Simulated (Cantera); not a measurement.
A perfectly stirred reactor is fed with H₂ : O₂ = 0.02 : 1 (molar parts), at 0.0133 bar; it is held at 1300 K, and followed from long to short residence time.

Computed with Cantera and GRI-Mech 3.0 (53 species, 325 reactions). Radical loss at walls, strong at low pressure, is not modelled.

**Question.** What does this change do: 0.024 parts H2O added?

**Answer.** 
| quantity | before | after |
|---|---|---|
| x(H₂) at τ = 0.620 s | 8.14e-5 | 0.000107 |
| x(O₂) at τ = 0.620 s | 0.975 | 0.954 |
| x(OH) at τ = 0.620 s | 0.00112 | 0.00136 |
| x(H₂O) at τ = 0.620 s | 0.0190 | 0.0416 |
| x(HO₂) at τ = 0.620 s | 6.57e-7 | 8.65e-7 |
| x(H₂) at τ = 32.0 ms | 0.000429 | 0.000527 |
| x(O₂) at τ = 32.0 ms | 0.966 | 0.945 |
| x(OH) at τ = 32.0 ms | 0.00204 | 0.00258 |
| x(H₂O) at τ = 32.0 ms | 0.0177 | 0.0399 |
| x(HO₂) at τ = 32.0 ms | 1.13e-6 | 1.60e-6 |

**Question.** What does this change do: O2 1 to 0.31 parts?

**Answer.** 
```
quantity                 before     after
---------------------  --------  --------
x(H₂) at τ = 0.620 s    8.14e-5  0.000263
x(O₂) at τ = 0.620 s      0.975     0.930
x(OH) at τ = 0.620 s    0.00112   0.00223
x(H₂O) at τ = 0.620 s    0.0190    0.0606
x(HO₂) at τ = 0.620 s   6.57e-7   1.57e-6
x(H₂) at τ = 32.0 ms   0.000429   0.00127
x(O₂) at τ = 32.0 ms      0.966     0.908
x(OH) at τ = 32.0 ms    0.00204   0.00468
x(H₂O) at τ = 32.0 ms    0.0177    0.0553
x(HO₂) at τ = 32.0 ms   1.13e-6   2.77e-6
```
The temperature is held fixed by assumption; the heat of reaction is taken as removed at once.
